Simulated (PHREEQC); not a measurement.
1 kg of water holding 36 mmol/kgw NaOH and 6.3 mmol/kgw Na2SO4 is evaporated at 75 °C; the solids stay in contact with the brine. No CO2 enters from the air. Solids allowed: Mirabilite, Thenardite. Others were left out.

The series has 28 steps of water left (kg), from 1 to 0.005012.

Model: Pitzer model, pitzer.dat, run in PHREEQC.

### Question
Which solids form, in which order, and at which step of the series does each first stand?

### Answer
Thenardite from water left = 0.005012 kg (pH 14.03).

Away from 25 °C the constants follow the database's enthalpies or fits; those with neither stay at their 25 °C values.
